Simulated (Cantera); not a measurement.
Standard-state values (1 bar) from the NASA 1993 polynomials, evaluated with Cantera. Values are per mole of reaction as written; species without (g) are pure solids or liquids, kept so even where they would boil at 1 bar.

2 OH(g) + Cu → Cu(OH)2

| T (K) | ΔH° (kJ) | ΔS° (J/K) | ΔG° (kJ) | log10 K |
|---|---|---|---|---|
| 848 | (withheld) | (withheld) | (withheld) | (withheld) |
| 948 | -514.5 | -268.7 | -259.8 | 14.32 |
| 1048 | (withheld) | (withheld) | (withheld) | (withheld) |
| 1148 | -508.7 | -263.1 | -206.7 | 9.40 |
| 1248 | -505.9 | -260.8 | -180.5 | 7.55 |

Question: What belongs in the gaps?

Answer: 
- 848, ΔH° (kJ): -517.5
- 848, ΔS° (J/K): -272.0
- 848, ΔG° (kJ): -286.9
- 848, log10 K: 17.67
- 1048, ΔH° (kJ): -511.6
- 1048, ΔS° (J/K): -265.7
- 1048, ΔG° (kJ): -233.1
- 1048, log10 K: 11.62
